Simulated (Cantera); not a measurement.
A closed system holds: 1 mol HF, 0.97 mol H2O, 0.66 mol N2, 0.16 mol O2, held at 1427 °C and 0.100 bar.

These are equilibrium values from Cantera (NASA tables, ideal gas, pure condensed phases), not measurements of a reactor. Candidate condensed phases: H2O; 40 gas species. Kinetics and transport are ignored.

Base state: HF 0.358, H2O 0.347, N2 0.236, O2 0.0567, OH 0.000868, NO 0.000825, H2 9.26e-5, O 3.37e-5 (mole fractions); condensed: gas only.

What changes in the equilibrium state with this change: pressure from 0.100 bar to 1.33 mbar?


```json
[
 {"species": "HF", "before": "0.358", "after": "0.358"},
 {"species": "H2O", "before": "0.347", "after": "0.345"},
 {"species": "N2", "before": "0.236", "after": "0.236"},
 {"species": "OH", "before": "0.000868", "after": "0.00255"},
 {"species": "H2", "before": "9.26e-5", "after": "0.000799"},
 {"species": "O2", "before": "0.0567", "after": "0.0565"},
 {"species": "H", "before": "4.48e-6", "after": "0.000114"},
 {"species": "O", "before": "3.37e-5", "after": "0.000291"},
 {"species": "NO", "before": "0.000825", "after": "0.000823"}
]
```

What changes in the equilibrium state with this change: temperature from 1427 °C to 3275 °C?


| species | before | after |
|---|---|---|
| H | 4.48e-6 | 0.353 |
| O | 3.37e-5 | 0.207 |
| HF | 0.358 | 0.183 |
| H2O | 0.347 | 0.00505 |
| F | 1.70e-6 | 0.0322 |
| H2 | 9.26e-5 | 0.0289 |
| OH | 0.000868 | 0.0292 |
| O2 | 0.0567 | 0.0139 |
| N2 | 0.236 | 0.138 |
| N | <1e-9 | 0.000325 |
| NO | 0.000825 | 0.00899 |

What changes in the equilibrium state with this change: HF replaced by N2O?


| species | before | after |
|---|---|---|
| N2 | 0.236 | 0.503 |
| H2O | 0.347 | 0.294 |
| O2 | 0.0567 | 0.199 |
| HF | 0.358 | 0 |
| NO | 0.000825 | 0.00226 |
| H2 | 9.26e-5 | 4.19e-5 |
| O | 3.37e-5 | 6.31e-5 |
| OH | 0.000868 | 0.00109 |
